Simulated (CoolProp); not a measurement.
A simple Rankine cycle with R236EA: condensing at 302.15 K, boiler at 2.86 MPa, turbine inlet 408 K, turbine efficiency 0.65, pump efficiency 0.8, no recuperator. Each further row changes one setting.

Values from CoolProp's reference Helmholtz-energy equation of state, Rui 2013.

| case | thermal efficiency (%) | net work (kJ/kg) | heat in (kJ/kg) | turbine exit temperature (K) | volume ratio over the turbine |
|---|---|---|---|---|---|
| as stated | 11.0 | 23.6 | 215 | 343.2 | 17.3 |
| condensing temperature 294.15 K | 11.8 | [?] | [?] | [?] | [?] |
| boiler pressure 2 MPa | [?] | 23.5 | 234 | 362.8 | 9.70 |
| turbine efficiency 0.55 | [?] | [?] | 215 | 347.4 | [?] |

Question: What belongs in the gaps?

Answer: 
- condensing temperature 294.15 K, net work (kJ/kg): 26.6
- condensing temperature 294.15 K, heat in (kJ/kg): 225
- condensing temperature 294.15 K, turbine exit temperature (K): 339.0
- condensing temperature 294.15 K, volume ratio over the turbine: 22.8
- boiler pressure 2 MPa, thermal efficiency (%): 10.0
- turbine efficiency 0.55, thermal efficiency (%): 9.1
- turbine efficiency 0.55, net work (kJ/kg): 19.6
- turbine efficiency 0.55, volume ratio over the turbine: 17.5
